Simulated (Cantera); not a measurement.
# Roasting and sulfation: Na2CO3 + SO2 + O2 + SO3

Input: 1 mol Na2CO3, 0.45 mol SO2, 2.2 mol O2, 2.3 mol SO3, equilibrated at 1402 °C.

Method: chemical equilibrium by Gibbs-energy minimisation in Cantera with the NASA 1993 tables (ideal gas, pure condensed phases). Candidate condensed phases: C, Na, NaO2, Na2CO3, Na2O, Na2O2, Na2S, Na2SO4, S; 27 gas species. Condensed phases not in the tables: pyrosulfates. Rates play no part.

```csv
P (Pa),x O2,x SO2,x CO2,x Na2SO4,x Na,x SO3,n Na2SO4(l)
1000,0.479,0.299,0.164,0.0314,0.0250,0.000349,0.731
2600,0.501,0.308,0.175,0.0121,0.00357,0.000591,0.921
6700,0.506,0.310,0.178,0.00469,0.000532,0.000962,0.972
17000,0.508,0.311,0.178,0.00185,8.25e-5,0.00154,0.989
45000,0.508,0.310,0.179,0.000699,1.18e-5,0.00250,0.996
120000,0.508,0.309,0.179,0.000262,1.66e-6,0.00406,0.999
300000,0.507,0.307,0.179,0.000105,2.66e-7,0.00638,0.999
770000,0.506,0.304,0.179,4.08e-5,4.07e-8,0.0101,1.000
2000000,0.505,0.299,0.180,1.57e-5,6.09e-9,0.0160,1.000
```
x: gas mole fraction; n: condensed amount in mol.

From 0.0100 bar to 20.0 bar the condensed part is Na2SO4(l). The main Na-bearing gas is Na2SO4 throughout.
